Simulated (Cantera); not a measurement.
Cantera run, input and output.

```python
import numpy as np
import cantera as ct

gas = ct.Solution("gri30.yaml")
gas.TPX = 1250, 500000, {'CH4': 1, 'CO2': 1.3, 'H2': 0.057}
reactor = ct.IdealGasConstPressureReactor(gas, energy="off", clone=False)
net = ct.ReactorNet([reactor])
net.rtol, net.atol = 1e-08, 1e-18
show = ['CH4', 'CO2', 'H2', 'CH2CO', 'CO']
times = np.geomspace(0.0001, 100, 11)

steps = ct.SolutionArray(gas, extra=["t"])
rows = []
print(f"{'t/s':>10s}{'T/K':>9s}{'P/Pa':>11s}" + "".join(f"{s:>11s}" for s in show))
for t in times:
    while net.time < t:
        t_next = net.step()
        steps.append(gas.state, t=t_next)
    rows.append([np.interp(t, steps.t, y) for y in (steps.T, steps.P, *steps(*show).X.T)])
    print(f"{t:10.3e}{rows[-1][0]:9.1f}{rows[-1][1]:11.4g}" + "".join(f"{x:11.3e}" for x in rows[-1][2:]))
rate = np.gradient(steps.T, steps.t)
print("integrator steps:", len(steps.t))
if steps.T.max() > steps.T[0] + 200:
    print(f"time of steepest temperature rise: {steps.t[rate.argmax()]:.4e} s")
gas.TPX = 1250, 500000, {'CH4': 1, 'CO2': 1.3, 'H2': 0.057}
gas.equilibrate("TP")
print(f"equilibrium (TP): T = {gas.T:.1f} K  " + "  ".join(f"{s} {gas[s].X[0]:.3e}" for s in show))
```

It prints:

```
       t/s      T/K       P/Pa        CH4        CO2         H2      CH2CO         CO
 1.000e-04   1250.0      5e+05  4.243e-01  5.515e-01  2.418e-02  3.666e-19  4.946e-09
 3.981e-04   1250.0      5e+05  4.243e-01  5.515e-01  2.418e-02  7.379e-17  6.635e-08
 1.585e-03   1250.0      5e+05  4.243e-01  5.515e-01  2.418e-02  8.609e-15  6.895e-07
 6.310e-03   1250.0      5e+05  4.243e-01  5.515e-01  2.419e-02  2.534e-13  3.731e-06
 2.512e-02   1250.0      5e+05  4.242e-01  5.515e-01  2.420e-02  4.687e-12  1.630e-05
 1.000e-01   1250.0      5e+05  4.240e-01  5.515e-01  2.424e-02  8.114e-11  7.203e-05
 3.981e-01   1250.0      5e+05  4.233e-01  5.511e-01  2.453e-02  1.225e-09  3.438e-04
 1.585e+00   1250.0      5e+05  4.199e-01  5.489e-01  2.617e-02  1.037e-08  1.597e-03
 6.310e+00   1250.0      5e+05  4.063e-01  5.389e-01  3.293e-02  8.023e-08  7.482e-03
 2.512e+01   1250.0      5e+05  3.584e-01  4.915e-01  4.411e-02  8.377e-07  4.045e-02
 1.000e+02   1250.0      5e+05  2.436e-01  3.516e-01  4.879e-02  7.818e-06  1.476e-01
integrator steps: 935
equilibrium (TP): T = 1250.0 K  CH4 3.709e-03  CO2 3.120e-02  H2 4.263e-01  CH2CO 7.363e-09  CO 4.969e-01
```

Detailed kinetics in Cantera: GRI-Mech 3.0 (53 species, 325 reactions).
